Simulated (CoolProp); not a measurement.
Vapour-liquid equilibrium of cis-2-butene (1) + methanol (2) at 11 bar; x and y are mole fractions of (1).

Model: multi-fluid Helmholtz-energy mixture model, Lemmon 2005 and de Reuck 1993; pair parameters Bell 2016, in CoolProp.

```
x      bubble temperature, mixture model (K)  bubble temperature, Raoult's law (K)  y, mixture model  y, Raoult's law
-----  -------------------------------------  ------------------------------------  ----------------  ---------------
0.05                                   398.4                                 410.2             0.321            0.127
0.125                                  379.8                                 405.3             0.608            0.292
0.2                                    368.5                                 400.5             0.728            0.430
0.275                                  363.1                                 395.9             0.774            0.544
0.35                                   361.0                                 391.4             0.791            0.639
0.425                                  360.4                                 387.2             0.796            0.718
0.5                                    360.4                                 383.1             0.797            0.782
0.575                                  360.3                                 379.2             0.798            0.835
0.65                                   360.0                                 375.5             0.802            0.879
0.725                                  359.6                                 372.1             0.813            0.915
0.8                                    359.1                                 368.8             0.834            0.944
0.875                                  358.9                                 365.7             0.871            0.968
0.95                                   359.5                                 362.7             0.934            0.989
```

The largest gap from Raoult's law is -32.8 K in bubble temperature, at x = 0.275. y crosses x between x = 0.8 and 0.875: the model has an azeotrope there.

Pair parameters are fitted to limited data, so mixtures are less certain than the pure fluids. With so large a gap from Raoult's law the liquid may split in two, which this calculation doesn't test in full.
